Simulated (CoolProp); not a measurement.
Vapour-liquid equilibrium of benzene (1) + octamethylcyclotetrasiloxane (D4) (2) at 26.15 °C; x and y are mole fractions of (1).

Computed with CoolProp (multi-fluid Helmholtz-energy mixture model, Thol 2012 and Thol 2015; pair parameters Bell 2016).

| x | bubble pressure, mixture model (MPa) | bubble pressure, Raoult's law (MPa) | y, mixture model | y, Raoult's law |
|---|---|---|---|---|
| 0.05 | 0.0007966 | 0.0008082 | 0.826 | 0.828 |
| 0.2 | ___ | 0.002794 | 0.963 | 0.958 |
| 0.35 | 0.005396 | 0.004779 | 0.983 | 0.980 |
| 0.5 | ___ | 0.006765 | 0.990 | 0.989 |
| 0.65 | ___ | 0.008751 | 0.994 | 0.994 |
| 0.8 | 0.01077 | 0.01074 | 0.997 | 0.997 |
| 0.95 | ___ | 0.01272 | 0.999 | 0.999 |

Complete the blanks.


- 0.2, bubble pressure, mixture model (MPa): 0.003110
- 0.5, bubble pressure, mixture model (MPa): 0.007337
- 0.65, bubble pressure, mixture model (MPa): 0.009040
- 0.95, bubble pressure, mixture model (MPa): 0.01271

The largest gap from Raoult's law is +12.9 % in bubble pressure, at x = 0.35. No azeotrope shows between x = 0.05 and 0.95.

The pair parameters rest on a limited set of measurements; away from them the model extrapolates. The gap from Raoult's law changes sign with composition, which may be real or a fault of the pair parameters; it wasn't checked against measurements.
